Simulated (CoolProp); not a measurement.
Vapour-liquid equilibrium of R134a (1) + methanol (2) at 0.0363 MPa; x and y are mole fractions of (1).

The numbers come from the multi-fluid Helmholtz-energy mixture model, Tillner-Roth 1994 and de Reuck 1993; pair parameters Bell 2016 in CoolProp.

**Question.** Give the bubble temperature and the first vapour's composition at x = 0.275, 0.35, 0.65. Is there an azeotrope?

**Answer.** x = 0.275: 236.0 K, y = 0.994; x = 0.35: 234.9 K, y = 0.994; x = 0.65: 232.0 K, y = 0.996. No azeotrope shows between x = 0.05 and 0.95.

The pair parameters rest on a limited set of measurements; away from them the model extrapolates. With so large a gap from Raoult's law the liquid may split in two, which this calculation doesn't test in full.
